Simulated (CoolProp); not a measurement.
A Linde-Hampson liquefier for carbon monoxide: isothermal reversible compression at 200 K from 1 atm to 40 MPa, throttling to 1 atm, return gas leaving the recuperator 2 K below the feed. Each further row changes one setting.

Model: reference Helmholtz-energy equation of state, Lemmon 2006, in CoolProp. It is a short technical equation, of lower accuracy than the large ones.

| case | liquid yield per pass | compression work (kJ/kg of gas) |
|---|---|---|
| as stated | ___ | 335 |
| high pressure 80 MPa | 0.208 | ___ |
| warm-end temperature 230 K | ___ | 399 |
| warm-end gap 7 K | ___ | 335 |

### Question
Fill in the missing entries.

### Answer

- as stated, liquid yield per pass: 0.275
- high pressure 80 MPa, compression work (kJ/kg of gas): 402
- warm-end temperature 230 K, liquid yield per pass: 0.204
- warm-end gap 7 K, liquid yield per pass: 0.263
